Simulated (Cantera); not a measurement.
**Thermodynamics of nitride etching, feed AlN + H2O + H2**

Feed: 1 mol AlN, a varied amount of H2O, 0.72 mol H2, equilibrated at 452 °C and 0.000130 bar.

These are equilibrium values from Cantera (NASA tables, ideal gas, pure condensed phases), not measurements of a reactor. Candidate condensed phases: Al, AlN, Al2O3, H2O; 35 gas species. Equilibrium is a limit: real reactors are often held back by kinetics, nucleation or transport.

```
n(H2O) (mol)   x H2     x H2O    x N2    x NH3  n AlN(s)  n Al2O3(s)
------------  -----  --------  ------  -------  --------  ----------
0.41          0.892  1.30e-10   0.108  2.47e-7     0.727       0.137
0.56          0.873  1.34e-10   0.127  2.59e-7     0.627       0.187
0.76          0.854  1.38e-10   0.146  2.69e-7     0.493       0.253
1             0.838  1.40e-10   0.162  2.75e-7     0.333       0.333
1.4           0.820  1.42e-10   0.180  2.81e-7    0.0667       0.467
1.9           0.712     0.128   0.160  2.14e-7         0       0.500
2.6           0.581     0.288   0.131  1.43e-7         0       0.500
3.5           0.470     0.424   0.106  9.35e-8         0       0.500
4.8           0.369     0.548  0.0831  5.75e-8         0       0.500
6.5           0.288     0.648  0.0648  3.50e-8         0       0.500
8.8           0.222     0.729  0.0499  2.07e-8         0       0.500
12            0.168     0.794  0.0378  1.19e-8         0       0.500
16            0.129     0.842  0.0290  7.03e-9         0       0.500
```
x: gas mole fraction; n: condensed amount in mol.

From 0.41 mol H2O to 1.4 mol H2O the condensed part is AlN(s) + Al2O3(s). From 1.9 mol H2O to 16 mol H2O the condensed part is Al2O3(s).
